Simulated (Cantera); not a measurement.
An isothermal, constant-pressure homogeneous reactor starts with NH3 : H2 = 1 : 4.1 (molar parts), at 2073 K and 100000 Pa.

Cantera simulation using the gas-phase N/H chemistry of the illustrative SiF4/NH3 mechanism in the Surface Chemkin manual (1991); the numbers are that mechanism's predictions, not measurements. Walls and surfaces, which speed up NH3 decomposition in real reactors, are not modelled.

x: mole fraction; the columns are a selection and need not sum to one.

```csv
t (s),x NH3,x H2,x N2,x H,x N2H4,x NH2
0.000200,0.195,0.804,0.000242,0.000721,7.09e-8,0.000521
0.000590,0.191,0.806,0.00172,0.000796,8.27e-8,0.000563
0.00174,0.181,0.812,0.00602,0.000816,7.67e-8,0.000542
0.00514,0.154,0.827,0.0172,0.000874,6.17e-8,___
0.0152,0.0993,0.859,0.0402,0.00104,3.36e-8,___
0.0447,0.0321,0.898,0.0684,0.00152,6.83e-9,___
0.132,0.00381,0.914,0.0803,0.00237,2.27e-10,___
0.389,0.000690,0.915,0.0816,0.00252,8.38e-12,___
1.15,0.000196,0.915,0.0818,0.00253,<1e-12,___
3.39,6.30e-5,0.916,0.0818,0.00253,<1e-12,___
10.0,2.13e-5,0.916,0.0819,0.00253,<1e-12,___
```

Problem. Some entries are withheld; supply them.

Solution. 
- 0.00514, x NH2: 0.000486
- 0.0152, x NH2: 0.000359
- 0.0447, x NH2: 0.000162
- 0.132, x NH2: 2.95e-5
- 0.389, x NH2: 5.67e-6
- 1.15, x NH2: 1.62e-6
- 3.39, x NH2: 5.20e-7
- 10.0, x NH2: 1.75e-7
